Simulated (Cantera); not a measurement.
**Equilibrium for silicon nitride deposition: SiH4 + N2**

Feed: 1 mol SiH4, 4.6 mol N2, equilibrated at 1000 Pa.

These are equilibrium values from Cantera (NASA tables, ideal gas, pure condensed phases), not measurements of a reactor. Candidate condensed phases: Si, Si3N4; 18 gas species. N2 is the only nitrogen source here; it is nearly inert below about 1500 K, so the nitride shown seldom forms there in practice. The tables' values for SiN are old estimates; treat these amounts as uncertain. Gases not in the tables: Si2H6 and higher silanes. Equilibrium is a limit: real reactors are often held back by kinetics, nucleation or transport.

```
T (K)   x N2   x H2       x H      x Si     x SiH    x Si2N     x SiN  n Si3N4(s)  n Si(l)
-----  -----  -----  --------  --------  --------  --------  --------  ----------  -------
948    0.663  0.337   3.04e-9    <1e-12    <1e-12    <1e-12    <1e-12       0.333        0
1048   0.663  0.337   4.49e-8    <1e-12    <1e-12    <1e-12    <1e-12       0.333        0
1148   0.663  0.337   4.16e-7    <1e-12    <1e-12    <1e-12    <1e-12       0.333        0
1248   0.663  0.337   2.71e-6    <1e-12    <1e-12    <1e-12    <1e-12       0.333        0
1348   0.663  0.337   1.34e-5  7.55e-11  2.82e-11    <1e-12  1.62e-11       0.333        0
1448   0.663  0.337   5.35e-5   5.35e-9   1.24e-9  1.81e-11  7.04e-10       0.333        0
1548   0.663  0.337  0.000179   2.17e-7   3.34e-8   2.02e-9   1.86e-8       0.333        0
1648   0.663  0.337  0.000517   5.58e-6   5.95e-7   1.25e-7   3.28e-7       0.333        0
1748   0.662  0.336   0.00132   9.82e-5   7.58e-6   4.77e-6   4.15e-6       0.333        0
1848   0.695  0.301   0.00291  0.000627   3.43e-5   3.08e-5   2.02e-5           0    0.995
1948   0.693  0.298   0.00617   0.00232   9.75e-5   7.89e-5   5.72e-5           0    0.982
2048   0.687  0.293    0.0121   0.00756  0.000248  0.000183  0.000146           0    0.943
```
x: gas mole fraction; n: condensed amount in mol.

From 948 K to 1748 K the condensed part is Si3N4(s). From 1848 K to 2048 K the condensed part is Si(l).
